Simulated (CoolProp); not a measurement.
The fluid at 596.93 K and 1.14 MPa flows at 22 m/s in a round tube of 2 mm bore and 1.5 µm roughness, fully developed (64/Re and Nu = 3.66 if laminar; Colebrook and Gnielinski if turbulent). The same conditions are run with several fluids, on thermodynamics alone (safety and materials aside).

Values from CoolProp's reference Helmholtz-energy equation of state of each fluid (ethylbenzene: Zhou 2012; methane: Setzmann 1991; m-xylene: Zhou 2012; n-heptane: Span 2003; n-pentane: Thol 2019).

Question: Rank ethylbenzene, methane, m-xylene, n-heptane, n-pentane by Reynolds number, highest first.

Answer: m-xylene (94600), n-heptane (91300), ethylbenzene (87100), n-pentane (59300), methane (8290)

| fluid | Darcy friction factor | pressure drop (Pa/m) | heat-transfer coefficient (W/(m² K)) | mass flow (kg/h) |
|---|---|---|---|---|
| ethylbenzene | 0.0216 | 74100 | 4300 | 7.04 |
| methane | 0.0335 | 14900 | 1160 | 0.915 |
| m-xylene | 0.0214 | 73900 | 4280 | 7.09 |
| n-heptane | 0.0215 | 67100 | 5040 | 6.42 |
| n-pentane | 0.0227 | 48000 | 3720 | 4.34 |

Transport values come from each fluid's own correlations; those of ethylbenzene, n-pentane are estimates that may be off by 10 % or more.
